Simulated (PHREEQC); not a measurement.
Consider water at 25 °C with 0.016 mol CdBr2 per kg of water. Closed to the air; pH follows from the charge balance.

The numbers come from PHREEQC with the ion-association model, wateq4f.dat.

This is a speciation only: nothing precipitates in the calculation.

Problem. Predict the pH, ionic strength.

Solution. pH 6.27; ionic strength 0.0267 mol/kgw.

Problem. In which forms is Br present?

Solution. Br- 65 %, CdBr+ 30 %, CdBr2 4.9 % of the Br.
